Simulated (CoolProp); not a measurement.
Vapour-liquid equilibrium of cyclohexane (1) + n-dodecane (2) at 5.12 bar; x and y are mole fractions of (1).

Values from CoolProp's multi-fluid Helmholtz-energy mixture model, Zhou 2014 and Lemmon 2004; pair parameters Bell 2016.

```
x      bubble temperature, mixture model (K)  bubble temperature, Raoult's law (K)  y, mixture model  y, Raoult's law
-----  -------------------------------------  ------------------------------------  ----------------  ---------------
0.05                                   558.8                                 547.6                 ?            0.370
0.125                                  539.8                                 520.8             0.444            0.654
0.2                                    521.3                                 500.7             0.633            0.795
0.275                                  504.1                                 485.2                 ?            0.871
0.35                                   488.9                                 472.8             0.847            0.915
0.425                                  475.7                                 462.7             0.901            0.943
0.5                                        ?                                 454.2             0.935            0.961
0.575                                  454.5                                 446.9                 ?            0.973
0.65                                   446.1                                 440.6             0.973            0.982
0.725                                  438.8                                 435.1             0.983            0.988
0.8                                    432.5                                 430.2             0.990            0.992
0.875                                      ?                                 425.8             0.995            0.996
0.95                                       ?                                 421.8             0.998            0.999
```

### Question
What belongs in the gaps?

### Answer

- 0.05, y, mixture model: 0.192
- 0.275, y, mixture model: 0.763
- 0.5, bubble temperature, mixture model (K): 464.3
- 0.575, y, mixture model: 0.958
- 0.875, bubble temperature, mixture model (K): 427.0
- 0.95, bubble temperature, mixture model (K): 422.2

The largest gap from Raoult's law is +20.6 K in bubble temperature, at x = 0.2. No azeotrope shows between x = 0.05 and 0.95.

The pair parameters rest on a limited set of measurements; away from them the model extrapolates.
